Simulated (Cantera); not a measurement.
A Cantera script and what it prints.

```python
import numpy as np
import cantera as ct

gas_names = """
    C CH CH2 CH3 CH2OH CH3O CH4 CH3OH CN CO CO2 COOH C2 C2H CHCO,ketyl C2H2,acetylene C2H2,vinylidene
    CH2CO,ketene C2H3,vinyl CH3CN CH3CO,acetyl C2H4 C2H4O,ethylen CH3CHO,ethanal CH3COOH (HCOOH)2 C2H5
    C2H6 CH3OCH3 C2H5OH CCN CNC C2N2 C2O C3 C3H3,propargyl C3H4,allene C3H4,propyne C3H4,cyclo-
    C3H5,allyl C3H6,propylene C3H6,cyclo- C3H6O C3H7,n-propyl C3H7,i-propyl C3H8 C3H8O,1propanol
    C3H8O,2propanol C3O2 C4 C4H2 C4H4,1,3-cyclo- C4H6,butadiene C4H6,2-butyne C4H6,cyclo- C4H8,1-butene
    C4H8,cis2-buten C4H8,tr2-butene C4H8,isobutene C4H8,cyclo- (CH3COOH)2 C4H9,n-butyl C4H9,i-butyl
    C4H9,s-butyl C4H9,t-butyl C4H10,isobutane C4H10,n-butane C4N2 C5 C5H6,1,3cyclo- C5H8,cyclo-
    C5H10,1-pentene C5H10,cyclo- C5H11,pentyl C5H11,t-pentyl C5H12,n-pentane C5H12,i-pentane
    CH3C(CH3)2CH3 C6H2 C6H5,phenyl C6H5O,phenoxy C6H6 C6H5OH,phenol C6H10,cyclo- C6H12,1-hexene
    C6H12,cyclo- C6H13,n-hexyl C7H7,benzyl C7H8 C7H8O,cresol C7H14,1-heptene C7H15,n-heptyl
    C7H16,n-heptane C8H8,styrene C8H10,ethylbenz C8H16,1-octene C8H17,n-octyl C8H18,isooctane
    C8H18,n-octane C9H19,n-nonyl C10H8,naphthale C10H21,n-decyl C12H9,o-bipheny C12H10,bipheny H HCN HCO
    HCCN HNC HNCO HNO HNO2 HNO3 HO2 H2 HCHO,formaldehy HCOOH H2O H2O2 N NCO NH NH2 NH3 NH2OH NO NO2 NO3
    N2 N2H2 N2H4 N2O O OH O2 O3 Si SiC SiC2 SiC4H12 SiH SiH2 SiH3 SiH4 SiN SiO SiO2 Si2 Si2C Si2N Si3
""".split()
cond_names = """
    C(gr) C6H6(L) C7H8(L) C8H18(L),n-octa H2O(s) H2O(L) Si(cr) Si(L) SiC(b) SiO2(Lqz) SiO2(hqz) SiO2(L)
    Si2N2O(s) Si3N4(a)
""".split()


def load(file, names, dense=False):
    # The tables refer to 1 bar. Condensed volumes are neglected.
    table = {s.name: s for s in ct.Species.list_from_file(file)}
    out = []
    for n in names:
        d = dict(table[n].input_data)
        d["thermo"] = dict(d["thermo"], **{"reference-pressure": 1e5})
        if dense:
            d["equation-of-state"] = {"model": "constant-volume", "density": "1e6 g/cm^3"}
        out.append(ct.Species.from_dict(d))
    return out


gas = ct.Solution(thermo="ideal-gas", species=load("nasa_gas.yaml", gas_names))
cond = {s.name: ct.Solution(thermo="fixed-stoichiometry", species=[s], name=s.name)
        for s in load("nasa_condensed.yaml", cond_names, dense=True)}
atoms = {
    'SiC': {'Si': 1, 'C': 1},
    'H2O': {'H': 2, 'O': 1},
    'N2': {'N': 2},
    'O2': {'O': 2},
}
top_T = {'C(gr)': 4500, 'SiC(b)': 3050, 'Si2N2O(s)': 2100, 'Si3N4(a)': 2400}  # K; cautious upper limits of use, not melting points


def equilibrate(T, P, feed):
    n = {}
    for name, mol in feed.items():
        for a, k in atoms[name].items():
            n[a] = n.get(a, 0.0) + k * mol
    gas.TPX = T, P, n
    mass = sum(n.values()) * gas.mean_molecular_weight
    gas.equilibrate("TP")
    valid = [c for c in cond.values() if c.min_temp <= T <= top_T.get(c.name, c.max_temp)]
    mix = ct.Mixture([(gas, mass / gas.mean_molecular_weight)] + [(c, 0.0) for c in valid])
    mix.T, mix.P = T, P
    mix.equilibrate("TP", solver="vcs", rtol=1e-11, max_steps=5000)
    return mix


results = []
feed = {'SiC': 1, 'H2O': 3.5, 'N2': 780, 'O2': 0.002}  # mol
T = 900  # K
P = 10000  # Pa
mix = equilibrate(T, P, feed)
results.append((T, P, feed, dict(zip(mix.species_names, mix.species_moles))))
x = sorted(zip(gas.X, gas.species_names), reverse=True)
print(f"T = {T:g} K  P = {P:g} Pa  gas = {mix.phase_moles(0):.4g} mol")
print("   x: " + "  ".join(f"{s} {v:.3e}" for v, s in x if v > 0.001))
print("   condensed (mol): " + ("  ".join(f"{mix.phase(i).name} {mix.phase_moles(i):.4g}"
      for i in range(1, mix.n_phases) if mix.phase_moles(i) > 1e-12) or "none"))
```

It prints:

```
T = 900 K  P = 10000 Pa  gas = 784.5 mol
   x: N2 9.943e-01  H2 4.057e-03  CO 1.037e-03
   condensed (mol): SiO2(hqz) 1
```

Cantera equilibrium calculation (NASA polynomials, part measured and part estimated; ideal gas, pure solids and liquids).
